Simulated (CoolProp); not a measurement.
Vapour pressure (MPa) of dodecamethylcyclohexasiloxane (D6): the reference equation beside estimates from Tc = 645.8 K, pc = 0.9614 MPa, ω = 0.736.

Computed with CoolProp (reference Helmholtz-energy equation of state, Colonna 2008). It is a short technical equation, of lower accuracy than the large ones.

| T (K) | reference | Lee-Kesler | Soave-Redlich-Kwong | Peng-Robinson |
|---|---|---|---|---|
| 416.1 | 0.004966 | 0.004954 | 0.004934 | 0.005350 |
| 439.8 | 0.01183 | 0.01181 | 0.01182 | 0.01250 |
| 463.5 | 0.02506 | 0.02512 | 0.02527 | 0.02619 |
| 487.2 | 0.04827 | 0.04861 | 0.04917 | 0.05019 |
| 510.8 | 0.08589 | 0.08682 | 0.08830 | 0.08913 |
| 534.5 | 0.1439 | 0.1458 | 0.1490 | 0.1493 |
| 558.2 | 0.2291 | 0.2323 | 0.2384 | 0.2375 |
| 581.9 | 0.3504 | 0.3547 | 0.3644 | 0.3622 |
| 605.6 | 0.5190 | 0.5239 | 0.5363 | 0.5331 |

Absolute difference from the reference over all 9 rows, mean and median: Lee-Kesler 0.8 and 0.9 %, Soave-Redlich-Kwong 2.4 and 2.8 %, Peng-Robinson 4.4 and 3.8 %.
